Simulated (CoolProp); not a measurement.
A simple Rankine cycle with R114: condensing at 310.15 K, boiler at 0.785 MPa, turbine inlet 347.7 K, turbine efficiency 0.85, pump efficiency 0.6, no recuperator. Each further row changes one setting.

Model: reference Helmholtz-energy equation of state, Platzer 1990, in CoolProp. This equation is an older, rougher fit; its heat capacities, sound speeds and derivatives of the liquid may be far off and weren't checked against measurements.

```tsv
case	thermal efficiency (%)	net work (kJ/kg)	heat in (kJ/kg)	turbine exit temperature (K)	volume ratio over the turbine
as stated	7.4	10.7	145	[?]	[?]
turbine inlet 367.7 K	7.3	11.7	161	345.0	2.59
condensing temperature 302.15 K	8.9	[?]	152	319.1	3.37
boiler pressure 0.549 MPa	4.7	7.02	148	334.3	1.79
turbine efficiency 0.75	6.5	9.39	145	326.1	2.66
```

Problem. Complete the blanks.

Solution. 
- as stated, turbine exit temperature (K): 324.3
- as stated, volume ratio over the turbine: 2.64
- condensing temperature 302.15 K, net work (kJ/kg): 13.6
